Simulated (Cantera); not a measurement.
Cantera run:

```python
import numpy as np
import cantera as ct

gas_names = """
    B BH BH2 BH3 BN BO BO2 B2 B2O B2O2 B2O3 B3O3H3 H HBO HBO2 HNO HNO2 HNO3 HO2 H2 H2O H2O2 H3B3O6 N NH
    NH2 NH3 NH2OH NO NO2 NO3 N2 N2H2 N2H4 N2O O OH O2 O3
""".split()
cond_names = """
    B(b) B(L) BN(s) B2O3(L) B3O3H3(cr) H2O(s) H2O(L)
""".split()


# ... load() reads the species with a 1 bar reference pressure and builds the phases ...
atoms = {
    'BN': {'B': 1, 'N': 1},
    'H2O': {'H': 2, 'O': 1},
    'H2': {'H': 2},
}
top_T = {'BN(s)': 3200}  # K; cautious upper limits of use, not melting points


# ... equilibrate(T, P, feed) seeds the gas with the atoms and calls Mixture.equilibrate('TP', solver="vcs", rtol=1e-11, max_steps=5000) ...
results = []
feed = {'BN': 1, 'H2O': 8.5, 'H2': 12}  # mol
T = 1723  # K
P = 85000  # Pa
mix = equilibrate(T, P, feed)
results.append((T, P, feed, dict(zip(mix.species_names, mix.species_moles))))
x = sorted(zip(gas.X, gas.species_names), reverse=True)
print(f"T = {T:g} K  P = {P:g} Pa  gas = {mix.phase_moles(0):.4g} mol")
print("   x: " + "  ".join(f"{s} {v:.3e}" for v, s in x if v > 0.001))
print("   condensed (mol): " + ("  ".join(f"{mix.phase(i).name} {mix.phase_moles(i):.4g}"
      for i in range(1, mix.n_phases) if mix.phase_moles(i) > 1e-12) or "none"))
```

Result:

```
T = 1723 K  P = 85000 Pa  gas = 21.5 mol
   x: H2 6.277e-01  H2O 3.029e-01  HBO2 4.525e-02  N2 2.326e-02
   condensed (mol): none
```

Cantera equilibrium calculation (NASA polynomials, part measured and part estimated; ideal gas, pure solids and liquids).
